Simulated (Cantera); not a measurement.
Input: 1 mol Si, 6.1 mol HCl, 7.7 mol N2, at 327 °C and 1.50 Pa.

Method: chemical equilibrium by Gibbs-energy minimisation in Cantera with the NASA 1993 tables (ideal gas, pure condensed phases). Candidate condensed phases: NH4Cl, Si, Si3N4; 28 gas species. N2 is the only nitrogen source here; it is nearly inert below about 1500 K, so the nitride shown seldom forms there in practice. Rates play no part.

What is the equilibrium state?


| Property | Value |
|---|---|
| x(N2) | 0.583 |
| x(HCl) | 0.247 |
| x(H2) | 0.113 |
| x(SiCl4) | 0.0566 |
| n(Si3N4(s)) | 0.0902 mol |
| gas amount | 12.89 mol |
| log10 activity of Si(s) (absent) | -12.50 |
